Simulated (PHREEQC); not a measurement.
A solution holds 0.014 mol/kgw HF, 0.00057 mol/kgw NaCl and 0.0099 mol/kgw CuCl2, at 67 °C. Closed to the air; pH follows from the charge balance.

Model: ion-association model, wateq4f.dat, run in PHREEQC.

Each row changes one thing in this solution. Precipitation was switched off in this run.

```json
[
 {"case": "as made", "pH": "2.69", "ionic strength (mol/kgw)": "0.0294", "Cl- (mol/kgw)": "0.0190", "HF (mol/kgw)": "0.0114", "Cu+2 (mol/kgw)": "0.00832", "F- (mol/kgw)": "0.00201", "SI of CuF2:2H2O (CuF2:2H2O)": "-3.03", "SI of Tenorite (CuO)": "-3.22"},
 {"case": "0.00052 mol/kgw Ca(OH)2 added", "pH": "2.80", "ionic strength (mol/kgw)": "0.0304", "Cl- (mol/kgw)": "0.0190", "HF (mol/kgw)": "?", "Cu+2 (mol/kgw)": "0.00829", "F- (mol/kgw)": "0.00247", "SI of CuF2:2H2O (CuF2:2H2O)": "-2.86", "SI of Tenorite (CuO)": "?"},
 {"case": "0.00024 mol/kgw NaBr added", "pH": "2.69", "ionic strength (mol/kgw)": "0.0297", "Cl- (mol/kgw)": "0.0190", "HF (mol/kgw)": "0.0114", "Cu+2 (mol/kgw)": "0.00833", "F- (mol/kgw)": "0.00202", "SI of CuF2:2H2O (CuF2:2H2O)": "-3.03", "SI of Tenorite (CuO)": "-3.22"},
 {"case": "diluted 10-fold with water", "pH": "?", "ionic strength (mol/kgw)": "0.00350", "Cl- (mol/kgw)": "0.00201", "HF (mol/kgw)": "0.000854", "Cu+2 (mol/kgw)": "0.000956", "F- (mol/kgw)": "0.000532", "SI of CuF2:2H2O (CuF2:2H2O)": "-4.87", "SI of Tenorite (CuO)": "-2.79"},
 {"case": "CuCl2 from 0.0099 to 0.0495 mol/kgw", "pH": "?", "ionic strength (mol/kgw)": "0.118", "Cl- (mol/kgw)": "?", "HF (mol/kgw)": "0.0110", "Cu+2 (mol/kgw)": "0.0328", "F- (mol/kgw)": "0.00206", "SI of CuF2:2H2O (CuF2:2H2O)": "-2.70", "SI of Tenorite (CuO)": "-2.87"}
]
```

Question: Some entries are withheld; supply them.

Answer: 
- 0.00052 mol/kgw Ca(OH)2 added, HF (mol/kgw): 0.0109
- 0.00052 mol/kgw Ca(OH)2 added, SI of Tenorite (CuO): -3.01
- diluted 10-fold with water, pH: 3.29
- CuCl2 from 0.0099 to 0.0495 mol/kgw, pH: 2.65
- CuCl2 from 0.0099 to 0.0495 mol/kgw, Cl- (mol/kgw): 0.0829

Some of these states are supersaturated (in Fluorite, for instance). At this temperature some constants are extrapolated from 25 °C, and those without enthalpy data are left unchanged.
